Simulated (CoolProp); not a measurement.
Computed with CoolProp (reference Helmholtz-energy equation of state, Wagner 2002).

Problem. Give the vapour pressure (bar), liquid density (kg/m³), surface tension (mN/m), liquid viscosity (µPa s) of saturated water at 475.1, 581.6 K.

Solution. 
```tsv
T (K)	p (bar)	liquid density (kg/m³)	surface tension (mN/m)	liquid viscosity (µPa s)
475.1	16.2	862	37.0	133
581.6	96.6	694	12.3	82.7
```

Viscosity comes from a separate model (Huber 2009). Surface tension comes from a separate correlation (Mulero 2012).
